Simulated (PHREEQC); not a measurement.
Solution (20 °C): 0.11 mol/kgw ZnSO4, 3.5e-05 mol/kgw CuCl2, 0.00021 mol/kgw HCl and 0.0051 mol/kgw Na2SO4. Closed to the air; pH follows from the charge balance.

Equilibrium calculation in PHREEQC: ion-association model, wateq4f.dat.

```csv
quantity,before,after
pH,4.11,4.16
ionic strength (mol/kgw),0.224,0.237
SO4-2 (mol/kgw),0.0421,0.0599
Na+ (mol/kgw),0.00964,0.00944
NaSO4- (mol/kgw),0.000557,0.000761
Cl- (mol/kgw),0.000270,0.000270
SI of Chalcanthite (CuSO4:5H2O),-4.46,-0.89
SI of Tenorite (CuO),-4.78,-1.24
```

Task: What was changed between the two runs?
A) ZnSO4 from 0.11 to 0.022 mol/kgw
B) diluted 5-fold with water
C) HCl replaced by FeCl3 at the same molality
D) HCl replaced by KCl at the same molality
E) ZnSO4 replaced by CuSO4 at the same molality

Result: E, ZnSO4 replaced by CuSO4 at the same molality

This is a speciation only: nothing precipitates in the calculation. Some of these states are supersaturated (in Antlerite, Brochantite, for instance).
